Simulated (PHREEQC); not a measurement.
0.5 mol of Zn(OH)2(e) (Zn(OH)2) is brought to equilibrium with 1 kg of water holding 0.16 mol LiCl, with rising amounts of K2SO4, at 25 °C. Oxygen alone is held at its pressure in air (log pO2 = -0.68). CO2 from the air is kept out. The run lets Zn(OH)2(e), Sylvite precipitate or redissolve, and no other solid.

Computed with PHREEQC (ion-association model, phreeqc.dat).

Problem. Predict LiSO4- (mol/kgw), ZnSO4 (mol/kgw), KSO4- (mol/kgw) at K2SO4 added (mol) = 0.00625, 0.0187.

Solution. 
| K2SO4 added (mol) | LiSO4- (mol/kgw) | ZnSO4 (mol/kgw) | KSO4- (mol/kgw) |
|---|---|---|---|
| 0.00625 | 0.00109 | 2.73e-7 | 0.000128 |
| 0.0187 | 0.00297 | 6.82e-7 | 0.00103 |
